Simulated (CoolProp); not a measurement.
Properties of the fluoroketone C6F12O (FK-5-1-12) along the isotherm 226.85 °C.

Model: reference Helmholtz-energy equation of state, McLinden 2015, in CoolProp.

```csv
p (bar),phase,density (kg/m³),speed of sound (m/s),expansivity (1/kK)
5.19,gas,42.06,[?],2.544
10.4,gas,90.57,102.3,3.309
15.6,gas,147.6,94.80,4.425
20.8,supercritical,216.6,87.09,6.089
26,supercritical,302.4,80.20,8.467
31.2,supercritical,[?],75.79,11.32
36.3,supercritical,524.5,76.77,12.98
41.5,supercritical,633.2,85.20,11.81
46.7,supercritical,716.9,[?],9.742
```

**Question.** Complete the blanks.

**Answer.** 
- 5.19, speed of sound (m/s): 109.4
- 31.2, density (kg/m³): 408.0
- 46.7, speed of sound (m/s): 97.60
